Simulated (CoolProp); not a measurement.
Properties of methane at several states (Tc = 190.6 K, pc = 4599 kPa, ω = 0.011).

Model: reference Helmholtz-energy equation of state, Setzmann 1991, in CoolProp.

```tsv
T (K)	p (kPa)	phase	density (kg/m³)	cv (kJ/(kg K))	speed of sound (m/s)	viscosity (µPa s)	conductivity (mW/(m K))
425.8	90.4	gas	0.4098	2.105	524.4	15.0	54.5
410.5	4760	supercritical	22.73	2.068	519.3	15.2	54.2
589.6	1080	gas	3.528	2.717	605.2	19.3	87.1
311.9	26600	supercritical	183.1	1.887	600.3	22.0	69.9
592.2	13.6	gas	0.04431	2.725	604.4	19.3	87.3
```

Viscosity comes from a separate model (Quiñones-Cisneros 2006). Thermal conductivity comes from a separate model (Friend 1989).
